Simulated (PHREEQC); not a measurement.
Synthetic water in mg/L, 20 °C, pH 7.62, pe 2.3:

```
constituent           mg/L
------------------  ------
Na                    1.85
K                       20
Ca                    7.13
Mg                    9.46
Cl                    34.7
S(6) as SO4           12.9
Alkalinity as HCO3    30.8
Fe(2)               0.0277
Li                  0.0144
```

Valence states are taken as typed.

Model: ion-association model, phreeqc.dat, run in PHREEQC.

No solid was allowed to form.

Question: Estimate the specific conductance.

Answer: specific conductance 185 µS/cm.

Question: In which forms is Mg present?

Answer: Mg+2 98 %, MgSO4 1.7 % of the Mg.
